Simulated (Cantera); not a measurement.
A perfectly stirred reactor is fed with CH₃OH : O₂ : N₂ : CO₂ = 1 : 1.36 : 5.13 : 0.037 (molar parts), at 120000 Pa; it is adiabatic with a 573 K inlet, and is followed from long to short residence time, starting on the burning branch (τ in s: 0.051, 0.021, 0.0087, 0.0036, 0.0015, 0.00061, 0.00025, 0.0001, 4.2e-05, 1.7e-05).

Model: GRI-Mech 3.0 (53 species, 325 reactions), integrated in Cantera. GRI-Mech 3.0 was tuned for natural gas; its chemistry of methanol as a main component is partial and can be far from experiment.

x: mole fraction; the columns are a selection and need not sum to one.

```
τ (s)    T (K)   x CH₃OH     x O₂   x CH₄    x C₂H₂   x H₂O₂
-------  -----  --------  -------  ------  --------  -------
0.051     2326   1.07e-6  0.00332       ?  4.76e-11  7.85e-8
0.021     2305   2.20e-6  0.00439       ?  9.25e-11  9.62e-8
0.0087    2271   4.28e-6  0.00604       ?  1.62e-10  1.23e-7
0.0036    2222   8.12e-6  0.00828       ?  3.38e-10  1.61e-7
0.0015    2162   1.54e-5   0.0109       ?  9.81e-10  2.14e-7
0.00061   2093   3.10e-5   0.0139       ?   3.95e-9  2.89e-7
0.00025   2024   6.66e-5   0.0171       ?   1.89e-8  3.90e-7
0.00010   1954  0.000166   0.0216       ?   1.09e-7  5.43e-7
4.2e-5    1861  0.000537   0.0314       ?   7.47e-7  9.70e-7
1.7e-5     573     0.133    0.181  <1e-12    <1e-12   <1e-12
```

**Question.** What belongs in the gaps?

**Answer.** 
- 0.051, x CH₄: 1.68e-7
- 0.021, x CH₄: 2.35e-7
- 0.0087, x CH₄: 3.09e-7
- 0.0036, x CH₄: 4.54e-7
- 0.0015, x CH₄: 8.24e-7
- 0.00061, x CH₄: 1.87e-6
- 0.00025, x CH₄: 4.92e-6
- 0.00010, x CH₄: 1.52e-5
- 4.2e-5, x CH₄: 5.98e-5
